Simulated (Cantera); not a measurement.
An adiabatic, constant-pressure homogeneous reactor starts with 38.7 % H2, 12.9 % O2, 48.4 % N2, equivalence ratio 1.5, at 1150 K and 0.980 bar.

Computed with Cantera and GRI-Mech 3.0 (53 species, 325 reactions).

x: mole fraction; the columns are a selection and need not sum to one.

```
t (s)     T (K)   x H2      x O2    x NO2    x HO2      x NO
--------  -----  -----  --------  -------  -------  --------
9.00e-6    1150  0.387     0.129   <1e-12  1.81e-8    <1e-12
3.27e-5    1150  0.387     0.129   <1e-12  3.11e-6    <1e-12
0.000119      …  0.135         …        …        …         …
0.000433   2713  0.143   0.00116  1.51e-8  8.25e-7  0.000312
0.00157    2727  0.144  0.000997  5.05e-8  7.31e-7   0.00103
0.00572    2724  0.144  0.000962  8.69e-8  7.06e-7   0.00181
0.0208     2724  0.144  0.000960  8.91e-8  7.05e-7   0.00186
0.0756     2724  0.144  0.000960  8.91e-8  7.05e-7   0.00186
0.275      2724  0.144  0.000960  8.91e-8  7.05e-7   0.00186
1.00       2724  0.144  0.000960  8.91e-8  7.05e-7   0.00186
```

Problem. Fill in the missing entries.

Solution. 
- 0.000119, T (K): 2350
- 0.000119, x O2: 0.00465
- 0.000119, x NO2: 1.50e-9
- 0.000119, x HO2: 2.26e-6
- 0.000119, x NO: 5.10e-5
